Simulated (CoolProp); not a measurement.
R1132(E) along the isobar 6.5 MPa: density (kg/m³) from the reference equation and from simpler models built on Tc = 75.7 °C, pc = 5.174 MPa, ω = 0.245; each cubic takes its own stable root.

The numbers come from the reference Helmholtz-energy equation of state, Akasaka 2024 in CoolProp.

```json
[
 {"T (°C)": "17.35", "phase": "liquid", "reference": "(withheld)", "van der Waals": "606.6", "Redlich-Kwong": "834.1", "Soave-Redlich-Kwong": "(withheld)", "Peng-Robinson": "978.3"},
 {"T (°C)": "22.65", "phase": "liquid", "reference": "(withheld)", "van der Waals": "596.9", "Redlich-Kwong": "815.7", "Soave-Redlich-Kwong": "846.4", "Peng-Robinson": "956.4"},
 {"T (°C)": "27.95", "phase": "liquid", "reference": "936.3", "van der Waals": "586.7", "Redlich-Kwong": "796.4", "Soave-Redlich-Kwong": "826.2", "Peng-Robinson": "933.2"},
 {"T (°C)": "33.25", "phase": "liquid", "reference": "917.3", "van der Waals": "576.1", "Redlich-Kwong": "776.2", "Soave-Redlich-Kwong": "804.8", "Peng-Robinson": "908.6"},
 {"T (°C)": "38.55", "phase": "liquid", "reference": "897.2", "van der Waals": "564.9", "Redlich-Kwong": "754.9", "Soave-Redlich-Kwong": "782.0", "Peng-Robinson": "882.2"},
 {"T (°C)": "43.95", "phase": "liquid", "reference": "875.1", "van der Waals": "(withheld)", "Redlich-Kwong": "(withheld)", "Soave-Redlich-Kwong": "(withheld)", "Peng-Robinson": "853.4"},
 {"T (°C)": "49.25", "phase": "liquid", "reference": "851.8", "van der Waals": "540.3", "Redlich-Kwong": "707.8", "Soave-Redlich-Kwong": "731.0", "Peng-Robinson": "822.8"},
 {"T (°C)": "54.55", "phase": "liquid", "reference": "826.3", "van der Waals": "526.7", "Redlich-Kwong": "681.9", "Soave-Redlich-Kwong": "702.4", "Peng-Robinson": "789.3"},
 {"T (°C)": "59.85", "phase": "liquid", "reference": "797.9", "van der Waals": "512.1", "Redlich-Kwong": "(withheld)", "Soave-Redlich-Kwong": "670.9", "Peng-Robinson": "752.3"},
 {"T (°C)": "65.15", "phase": "liquid", "reference": "765.7", "van der Waals": "496.0", "Redlich-Kwong": "622.5", "Soave-Redlich-Kwong": "635.7", "Peng-Robinson": "710.7"},
 {"T (°C)": "70.45", "phase": "liquid", "reference": "727.7", "van der Waals": "478.1", "Redlich-Kwong": "(withheld)", "Soave-Redlich-Kwong": "595.0", "Peng-Robinson": "662.5"}
]
```

Problem. Fill in the missing entries.

Solution. 
- 17.35, reference: 971.5
- 17.35, Soave-Redlich-Kwong: 865.6
- 22.65, reference: 954.3
- 43.95, van der Waals: 552.9
- 43.95, Redlich-Kwong: 731.9
- 43.95, Soave-Redlich-Kwong: 757.2
- 59.85, Redlich-Kwong: 653.7
- 70.45, Redlich-Kwong: 587.4
